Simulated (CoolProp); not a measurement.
R113 at 293.15 K and 0.0199 MPa is throttled through a valve to 0.0105 MPa with no heat exchange. Each further row changes one setting.

Computed with CoolProp (reference Helmholtz-energy equation of state, Marx 1992).

| case | temperature change (K) | final density (kg/m³) |
|---|---|---|
| as stated | ? | ? |
| outlet pressure 0.00315 MPa | ? | ? |
| outlet pressure 0.0137 MPa | ? | ? |

Q: Complete the blanks.

A: 
- as stated, temperature change (K): -0.3
- as stated, final density (kg/m³): 0.813
- outlet pressure 0.00315 MPa, temperature change (K): -0.6
- outlet pressure 0.00315 MPa, final density (kg/m³): 0.243
- outlet pressure 0.0137 MPa, temperature change (K): -0.2
- outlet pressure 0.0137 MPa, final density (kg/m³): 1.06
